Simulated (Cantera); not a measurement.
# Ignition delay

Mixture: CH4 : O2 : N2 : CO2 = 1 : 2.53 : 7.34 : 1.2 (molar parts), at 10.0 bar, adiabatic and at constant volume. Ignition delay is the time to a rise of 400 K.

Cantera simulation using GRI-Mech 3.0 (53 species, 325 reactions); the numbers are that mechanism's predictions, not measurements.

```tsv
T0 (K)	delay (ms)
1000	69.2
1050	29.9
1100	14.1
1150	7.08
1200	3.73
1250	2.04
1300	1.16
1350	0.670
1400	0.399
```

```json
{
  "apparent activation energy between 1300 and 1400 K": "160 kJ/mol"
}
```
